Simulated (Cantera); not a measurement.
An isothermal, constant-pressure homogeneous reactor starts with H2 : O2 : N2 = 0.013 : 1 : 0.44 (molar parts), at 1450 K and 0.00247 atm. Integrator tolerance rtol = 1e-08.

Model: the H2/O2 subset of GRI-Mech 3.0, which has no nitrogen chemistry, integrated in Cantera. Radical loss at walls, strong at low pressure, is not modelled.

**Question.** What does this change do: temperature 1450 to 1125 K?

**Answer.** 
```csv
quantity,before,after
x(H2) at 5.00 s,3.35e-5 (gas-phase equilibrium 2.06e-7),1.78e-5 (gas-phase equilibrium 5.26e-10)
x(O2) at 5.00 s,0.681 (gas-phase equilibrium 0.687),0.684 (gas-phase equilibrium 0.687)
x(OH) at 5.00 s,0.00114 (gas-phase equilibrium 9.00e-5),0.000332 (gas-phase equilibrium 1.83e-6)
x(HO2) at 5.00 s,5.13e-8 (gas-phase equilibrium 2.18e-8),1.36e-7 (gas-phase equilibrium 8.98e-10)
x(H2O2) at 5.00 s,1.19e-9 (gas-phase equilibrium 5.71e-11),3.12e-9 (gas-phase equilibrium 4.36e-12)
x(O) at 5.00 s,0.00586 (gas-phase equilibrium 3.35e-5),0.00262 (gas-phase equilibrium 7.70e-8)
x(H2O) at 5.00 s,0.00826 (gas-phase equilibrium 0.00894),0.00873 (gas-phase equilibrium 0.00899)
```

**Question.** What does this change do: pressure from 0.00247 atm to 0.0128 atm?

**Answer.** 
```tsv
quantity	before	after
x(H2) at 5.00 s	3.35e-5 (gas-phase equilibrium 2.06e-7)	1.79e-6 (gas-phase equilibrium 9.04e-8)
x(O2) at 5.00 s	0.681 (gas-phase equilibrium 0.687)	0.686 (gas-phase equilibrium 0.687)
x(OH) at 5.00 s	0.00114 (gas-phase equilibrium 9.00e-5)	0.000265 (gas-phase equilibrium 5.96e-5)
x(HO2) at 5.00 s	5.13e-8 (gas-phase equilibrium 2.18e-8)	4.47e-8 (gas-phase equilibrium 3.30e-8)
x(H2O2) at 5.00 s	1.19e-9 (gas-phase equilibrium 5.71e-11)	1.17e-9 (gas-phase equilibrium 1.30e-10)
x(O) at 5.00 s	0.00586 (gas-phase equilibrium 3.35e-5)	0.000293 (gas-phase equilibrium 1.47e-5)
x(H2O) at 5.00 s	0.00826 (gas-phase equilibrium 0.00894)	0.00885 (gas-phase equilibrium 0.00896)
```
